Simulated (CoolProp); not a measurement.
The numbers come from the reference Helmholtz-energy equation of state, Schroeder 2014 in CoolProp.

**Question.** Give the vapour pressure (MPa), liquid density (kg/m³), enthalpy of vaporisation (kJ/kg), vapour Z of saturated ethanol at 334.1, 338.2 K.

**Answer.** 
| T (K) | p (MPa) | liquid density (kg/m³) | enthalpy of vaporisation (kJ/kg) | vapour Z |
|---|---|---|---|---|
| 334.1 | 0.0488 | 753 | 876 | 0.980 |
| 338.2 | 0.0583 | 749 | 870 | 0.978 |
